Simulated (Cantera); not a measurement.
A freely propagating, adiabatic, planar premixed flame of 4.85 % CH4, 3.40 % C2H6, 0.286 % C3H8, 19.2 % O2, 72.3 % N2, unburnt at 348 K and 825 Torr; mixture-averaged transport, grid criteria slope 0.08 and curve 0.16, no radiation.

Cantera simulation using GRI-Mech 3.0 (53 species, 325 reactions); the numbers are that mechanism's predictions, not measurements. Burning velocities carry a grid error of a few per cent, more on coarse grids.

Predict: laminar burning velocity; thermal thickness; peak x(CH3); peak x(O); peak x(H).


```json
{
 "laminar_burning_velocity": "48.2 cm/s",
 "thermal_thickness": "0.355 mm",
 "peak x(CH3)": "0.00317",
 "peak x(O)": "0.00161",
 "peak x(H)": "0.00922"
}
```
